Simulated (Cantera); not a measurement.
A freely propagating, adiabatic, planar premixed flame of H2 : O2 : N2 = 1 : 0.962 : 3.17 (molar parts), equivalence ratio 0.52, unburnt at 650 K and 2.70 bar; mixture-averaged transport, grid criteria slope 0.08 and curve 0.16, no radiation.

Model: the H2/O2 subset of GRI-Mech 3.0, which has no nitrogen chemistry, integrated in Cantera. The hydrogen kinetics of GRI-Mech 3.0 are dated; newer H2 mechanisms differ, most at raised pressure. Burning velocities carry a grid error of a few per cent, more on coarse grids. Lean hydrogen flames are cellular in practice and burn faster than this planar one.

Problem. How do the results move with these cheaper or finer settings: unity-Lewis-number transport; multicomponent transport; multicomponent+Soret transport; grid criteria slope 0.5, curve 1; grid criteria slope 0.25, curve 0.5; grid criteria slope 0.03, curve 0.06?

Solution. 
```
setting                               laminar burning velocity  thermal thickness  peak x(O)  peak x(H2O2)  grid points
------------------------------------  ------------------------  -----------------  ---------  ------------  -----------
as above                                              407 cm/s           0.120 mm    0.00913       5.11e-5          108
unity-Lewis-number transport                          406 cm/s          0.0873 mm     0.0121       2.68e-5          108
multicomponent transport                              404 cm/s           0.119 mm    0.00912       5.16e-5          109
multicomponent+Soret transport                        371 cm/s           0.119 mm    0.00876       5.40e-5          109
grid criteria slope 0.5, curve 1                      532 cm/s           0.145 mm    0.00966       3.77e-5           39
grid criteria slope 0.25, curve 0.5                   452 cm/s           0.128 mm    0.00947       4.78e-5           51
grid criteria slope 0.03, curve 0.06                  399 cm/s           0.118 mm    0.00910       5.18e-5          237
```
Unity Lewis numbers drop preferential diffusion, which matters most where H2 and H carry the flame; Soret adds thermal diffusion.
